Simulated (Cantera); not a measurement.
Feed: 1 mol Si, 0.54 mol Cl2, 1.4 mol H2, held at 4.40 bar.

Method: chemical equilibrium by Gibbs-energy minimisation in Cantera with the NASA 1993 tables (ideal gas, pure condensed phases). Candidate condensed phases: Si; 19 gas species. The tables' values for SiCl3 are old estimates; treat these amounts as uncertain. Equilibrium is a limit: real reactors are often held back by kinetics, nucleation or transport. All values below are at 1023 K.

Base state: H2 0.806, SiCl4 0.102, SiHCl3 0.0760, HCl 0.00911, SiH2Cl2 0.00630, SiCl3 0.000938, SiCl2 0.000183, SiH3Cl 0.000135 (mole fractions); condensed: Si(s).

What changes in the equilibrium state with this change: Cl2 from 0.54 to 2.8 mol?


```csv
species,before,after
HCl,0.00911,0.501
SiCl4,0.102,0.311
H2,0.806,0.187
SiHCl3,0.0760,0.000981
SiH3Cl,0.000135,<1e-9
SiH2Cl2,0.00630,3.42e-7
SiCl2,0.000183,4.29e-8
SiCl3,0.000938,2.52e-5
"Si(s), mol",0.697,0
```
